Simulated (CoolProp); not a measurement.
Properties of decamethylcyclopentasiloxane (D5) along the isobar 1.54 MPa.

Computed with CoolProp (reference Helmholtz-energy equation of state, Thol 2019).

```
T (K)   phase  cp (kJ/(kg K))  speed of sound (m/s)
-----  ------  --------------  --------------------
304    liquid           1.716                 917.6
317.6  liquid           1.730                 875.5
331.1  liquid           1.746                 835.1
344.7  liquid           1.763                 795.6
358.2  liquid           1.782                     …
371.8  liquid           1.802                 720.2
385.3  liquid           1.822                 684.1
398.9  liquid           1.844                 648.6
412.4  liquid           1.865                     …
426    liquid           1.888                     …
439.5  liquid           1.911                 546.8
453.1  liquid               …                 513.9
```

Problem. Fill in the missing entries.

Solution. 
- 358.2, speed of sound (m/s): 757.5
- 412.4, speed of sound (m/s): 614.1
- 426, speed of sound (m/s): 580.0
- 453.1, cp (kJ/(kg K)): 1.934
